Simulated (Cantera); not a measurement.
Charge: 1 mol Si, 0.44 mol CO2, 18 mol CO, 0.052 mol O2, at 850 K and 11.0 Pa.

Equilibrium computed with Cantera from the NASA thermochemical tables; the gas is ideal and each condensed phase is pure. Candidate condensed phases: C, Si, SiC, SiO2; 20 gas species. Rates play no part.

Base state: CO 0.998, CO2 0.00236 (mole fractions); condensed: C(graphite) + SiO2(β-quartz).

Task: What changes in the equilibrium state with this change: temperature from 850 K to 1473 K?

Result: 
```json
[
 {"species": "CO", "before": "0.998", "after": "0.959"},
 {"species": "SiO", "before": "<1e-9", "after": "0.0407"},
 {"species": "CO2", "before": "0.00236", "after": "4.22e-7"},
 {"species": "C(graphite), mol", "before": "1.50", "after": "0"},
 {"species": "SiO2(β-quartz), mol", "before": "1.00", "after": "0"},
 {"species": "SiC(s), mol", "before": "0", "after": "0.228"}
]
```
